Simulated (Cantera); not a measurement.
A perfectly stirred reactor is fed with H₂ : O₂ = 0.02 : 1 (molar parts), equivalence ratio 0.010, at 0.0133 bar; it is held at 1300 K, and followed from long to short residence time.

Cantera simulation using GRI-Mech 3.0 (53 species, 325 reactions); the numbers are that mechanism's predictions, not measurements. Radical loss at walls, strong at low pressure, is not modelled.

### Question
Predict: x(H₂) at τ = 0.620 s; x(O₂) at τ = 0.620 s; x(OH) at τ = 0.620 s; x(H₂O) at τ = 0.620 s; x(HO₂) at τ = 0.620 s; x(H₂) at τ = 32.0 ms; x(O₂) at τ = 32.0 ms; x(OH) at τ = 32.0 ms; x(H₂O) at τ = 32.0 ms; x(HO₂) at τ = 32.0 ms.

### Answer
- x(H₂) at τ = 0.620 s: 8.14e-5
- x(O₂) at τ = 0.620 s: 0.975
- x(OH) at τ = 0.620 s: 0.00112
- x(H₂O) at τ = 0.620 s: 0.0190
- x(HO₂) at τ = 0.620 s: 6.57e-7
- x(H₂) at τ = 32.0 ms: 0.000429
- x(O₂) at τ = 32.0 ms: 0.966
- x(OH) at τ = 32.0 ms: 0.00204
- x(H₂O) at τ = 32.0 ms: 0.0177
- x(HO₂) at τ = 32.0 ms: 1.13e-6
